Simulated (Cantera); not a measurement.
# Ignition delay

Mixture: 5.28 % CH4, 5.80 % H2, 18.2 % O2, 68.6 % N2, 2.11 % CO2, at 0.987 atm, adiabatic and at constant pressure. Ignition delay is the time to a rise of 400 K.

Detailed kinetics in Cantera: GRI-Mech 3.0 (53 species, 325 reactions).

| T0 (K) | delay (ms) |
|---|---|
| 1100 | 1.75 |
| 1175 | 0.862 |
| 1250 | 0.466 |
| 1325 | 0.272 |
| 1400 | 0.170 |
| 1475 | 0.113 |
| 1550 | 0.0788 |

```
Quantity                                                Value
--------------------------------------------------  ---------
apparent activation energy between 1400 and 1550 K  93 kJ/mol
```
